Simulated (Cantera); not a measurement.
Charge: 1 mol C2H4, a varied amount of H2O, 2.9 mol H2, equilibrated at 2575 °C and 0.133 bar.

Equilibrium computed with Cantera from the NASA thermochemical tables; the gas is ideal and each condensed phase is pure. Candidate condensed phases: C, C6H6, C7H8, C8H18, H2O; 110 gas species. The numbers say what is thermodynamically allowed, not how fast it happens.

x: gas mole fraction; n: condensed amount in mol.

| n(H2O) (mol) | x H2 | x H | x CO | x H2O | x C2H2 (acetylene) | x OH | n C(graphite) |
|---|---|---|---|---|---|---|---|
| 0.043 | 0.734 | 0.227 | 0.00764 | 8.59e-9 | 0.0287 | 7.78e-10 | 1.60 |
| 0.067 | 0.731 | 0.226 | 0.0118 | 1.32e-8 | 0.0286 | 1.20e-9 | 1.57 |
| 0.11 | 0.725 | 0.225 | 0.0190 | 2.11e-8 | 0.0283 | 1.93e-9 | 1.53 |
| 0.16 | 0.718 | 0.224 | 0.0272 | 2.99e-8 | 0.0281 | 2.74e-9 | 1.47 |
| 0.26 | 0.705 | 0.222 | 0.0426 | 4.60e-8 | 0.0276 | 4.25e-9 | 1.37 |
| 0.4 | 0.689 | 0.220 | 0.0624 | 6.58e-8 | 0.0269 | 6.16e-9 | 1.22 |
| 0.63 | 0.665 | 0.216 | … | … | 0.0260 | … | … |
| 0.98 | 0.634 | 0.211 | … | … | 0.0248 | … | … |
| 1.5 | 0.599 | 0.205 | 0.170 | 1.56e-7 | 0.0234 | 1.57e-8 | 0.0397 |
| 2.4 | 0.570 | 0.200 | 0.191 | 0.0329 | <1e-12 | 0.00338 | 0 |

### Question
What belongs in the gaps?

### Answer

- 0.98, x CO: 0.128
- 0.98, x H2O: 1.24e-7
- 0.98, x OH: 1.21e-8
- 0.98, n C(graphite): 0.597
- 0.63, x CO: 0.0911
- 0.63, x H2O: 9.28e-8
- 0.63, x OH: 8.84e-9
- 0.63, n C(graphite): 0.971
